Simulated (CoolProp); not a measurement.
CH2F2 (R32) at 298.15 K and 0.934 MPa is throttled through a valve to 0.625 MPa with no heat exchange. Each further row changes one setting.

Computed with CoolProp (reference Helmholtz-energy equation of state, Tillner-Roth 1997).

| case | temperature change (K) | final density (kg/m³) |
|---|---|---|
| as stated | -7.9 | 14.8 |
| outlet pressure 0.188 MPa | -20.9 | 4.38 |
| outlet pressure 0.812 MPa | -3.0 | 19.4 |
